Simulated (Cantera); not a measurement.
Input (Python, Cantera):

```python
import numpy as np
import cantera as ct

gas = ct.Solution("gri30.yaml", transport_model="multicomponent")
show = ['H', 'CH4', 'N2']

rows = []
print(f"{'T/K':>7s}{'rho':>11s}{'cp':>10s}{'mu':>11s}{'lambda':>11s}{'Pr':>7s}" + "".join(f"{'D_' + s:>11s}" for s in show))
for T in [400, 650, 900, 1150, 1400, 1650, 1900, 2150]:
    gas.TPX = T, 2500, {'CO2': 0.9, 'NO': 0.59}
    Pr = gas.cp_mass * gas.viscosity / gas.thermal_conductivity
    D = [gas.mix_diff_coeffs_mole[gas.species_index(s)] for s in show]
    rows.append([gas.density, gas.cp_mass, gas.viscosity, gas.thermal_conductivity, Pr, *D])
    print(f"{T:7g}{gas.density:11.4e}{gas.cp_mass:10.1f}{gas.viscosity:11.4e}"
          f"{gas.thermal_conductivity:11.4e}{Pr:7.3f}" + "".join(f"{d:11.4e}" for d in D))
print("SI units: kg/m3, J/kg/K, Pa s, W/m/K, m2/s")
```

Output:

```
    T/K        rho        cp         mu     lambda     Pr        D_H      D_CH4       D_N2
    400 2.8914e-02     956.7 2.0889e-05 2.7932e-02  0.715 7.3210e-03 1.2939e-03 1.1796e-03
    650 1.7793e-02    1087.7 3.0649e-05 4.6112e-02  0.723 1.7235e-02 3.0443e-03 2.7417e-03
    900 1.2850e-02    1176.0 3.8804e-05 6.2933e-02  0.725 3.0104e-02 5.3157e-03 4.7629e-03
   1150 1.0057e-02    1233.4 4.5993e-05 7.8173e-02  0.726 4.5560e-02 8.0439e-03 7.1885e-03
   1400 8.2610e-03    1272.5 5.2528e-05 9.2123e-02  0.726 6.3373e-02 1.1188e-02 9.9839e-03
   1650 7.0094e-03    1300.2 5.8590e-05 1.0505e-01  0.725 8.3380e-02 1.4719e-02 1.3124e-02
   1900 6.0871e-03    1319.8 6.4291e-05 1.1709e-01  0.725 1.0546e-01 1.8617e-02 1.6590e-02
   2150 5.3793e-03    1333.9 6.9707e-05 1.2841e-01  0.724 1.2951e-01 2.2863e-02 2.0367e-02
SI units: kg/m3, J/kg/K, Pa s, W/m/K, m2/s
```

Model: GRI-Mech 3.0 (53 species, 325 reactions), integrated in Cantera. The composition is frozen, though it would react at the higher temperatures.
